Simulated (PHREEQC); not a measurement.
0.14 g of hydrous ferric oxide (600 m²/g; 0.2 weak and 0.005 strong sites per Fe, Dzombak-Morel constants, diffuse double layer) in 1 kg of water with 0.1 mol/kgw of an inert sodium salt and 0.0061 mmol/kgw Na2SO4, at 25 °C; the pH is set by adding NaOH or the inert anion's acid. Oxygen alone is held at its pressure in air (log pO2 = -0.68). The system is closed to CO2. Precipitation was switched off in this run.

Base run: PHREEQC, ion-association model, wateq4f.dat. Each further column changes one thing. The table gives S sorbed (%).

```json
[
 {"pH": "4", "base": "96.3", "background salt from 0.1 to 0.01 mol/kgw": "99.9", "oxide from 0.14 to 0.7 g/kgw": "99.3"},
 {"pH": "5", "base": "87.1", "background salt from 0.1 to 0.01 mol/kgw": "[?]", "oxide from 0.14 to 0.7 g/kgw": "97.4"},
 {"pH": "6", "base": "39.5", "background salt from 0.1 to 0.01 mol/kgw": "[?]", "oxide from 0.14 to 0.7 g/kgw": "77.4"},
 {"pH": "7", "base": "2.9", "background salt from 0.1 to 0.01 mol/kgw": "10.1", "oxide from 0.14 to 0.7 g/kgw": "13.1"},
 {"pH": "8", "base": "0.1", "background salt from 0.1 to 0.01 mol/kgw": "[?]", "oxide from 0.14 to 0.7 g/kgw": "0.4"},
 {"pH": "9", "base": "0.0", "background salt from 0.1 to 0.01 mol/kgw": "0.0", "oxide from 0.14 to 0.7 g/kgw": "0.0"},
 {"pH": "10", "base": "0.0", "background salt from 0.1 to 0.01 mol/kgw": "0.0", "oxide from 0.14 to 0.7 g/kgw": "0.0"}
]
```

Task: Some entries are withheld; supply them.

Result: 
- 5, background salt from 0.1 to 0.01 mol/kgw: 99.1
- 6, background salt from 0.1 to 0.01 mol/kgw: 81.8
- 8, background salt from 0.1 to 0.01 mol/kgw: 0.2
